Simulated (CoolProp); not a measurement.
Vapour-liquid equilibrium of benzene (1) + octamethylcyclotetrasiloxane (D4) (2) at 428.7 K; x and y are mole fractions of (1).

Computed with CoolProp (multi-fluid Helmholtz-energy mixture model, Thol 2012 and Thol 2015; pair parameters Bell 2016).

Problem. Give the bubble pressure and the first vapour's composition at x = 0.2, 0.425, 0.65. Is there an azeotrope?

Solution. x = 0.2: 0.1520 MPa, y = 0.674; x = 0.425: 0.2764 MPa, y = 0.863; x = 0.65: 0.4095 MPa, y = 0.940. No azeotrope shows between x = 0.05 and 0.95.

Pair parameters are fitted to limited data, so mixtures are less certain than the pure fluids.
